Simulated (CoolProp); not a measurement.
Vapour-liquid equilibrium of R125 (1) + n-butane (2) at 0.554 MPa; x and y are mole fractions of (1).

Computed with CoolProp (multi-fluid Helmholtz-energy mixture model, Lemmon 2005 and Bücker 2006; pair parameters Bell 2016).

Give the bubble temperature and the first vapour's composition at x = 0.15, 0.45, 0.85. Is there an azeotrope?

x = 0.15: 14.9 °C, y = 0.690; x = 0.45: -0.1 °C, y = 0.840; x = 0.85: -4.6 °C, y = 0.915. No azeotrope shows between x = 0.05 and 0.95.

Pair parameters are fitted to limited data, so mixtures are less certain than the pure fluids. With so large a gap from Raoult's law the liquid may split in two, which this calculation doesn't test in full.
